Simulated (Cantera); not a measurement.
Feed: 1 mol SiC, 0.15 mol CO2, 36 mol H2, at 0.160 Pa.

Cantera equilibrium calculation (NASA polynomials, part measured and part estimated; ideal gas, pure solids and liquids). Candidate condensed phases: C, C6H6, C7H8, C8H18, H2O, Si, SiC, SiO2; 123 gas species. The numbers say what is thermodynamically allowed, not how fast it happens.

### Question
At 1600 K, list the 5 most abundant gas species with their mole fractions, and the condensed phases.

### Answer
H2 0.947, H 0.0418, CO 0.00757, Si 0.00303, SiO 0.000492. Condensed: SiC(s).
